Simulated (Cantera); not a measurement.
Charge: 1 mol SiH2Cl2, 0.8 mol NH3, 8.4 mol N2, at 1775 K and 1.00 bar.

These are equilibrium values from Cantera (NASA tables, ideal gas, pure condensed phases), not measurements of a reactor. Candidate condensed phases: NH4Cl, Si, Si3N4; 28 gas species. The tables' values for SiCl3 are old estimates; treat these amounts as uncertain. Equilibrium is a limit: real reactors are often held back by kinetics, nucleation or transport.

**Question.** What is the equilibrium state?

**Answer.** 
```
Quantity                              Value
--------------------------------  ---------
x(N2)                                 0.724
x(H2)                                 0.128
x(HCl)                                0.127
x(SiCl2)                             0.0162
x(SiCl3)                            0.00325
x(SiCl4)                            0.00110
x(SiHCl3)                          0.000262
x(H)                               0.000104
x(Cl)                               7.89e-5
n(Si3N4(s))                       0.254 mol
gas amount                        11.46 mol
log10 activity of Si(l) (absent)      -1.40
```
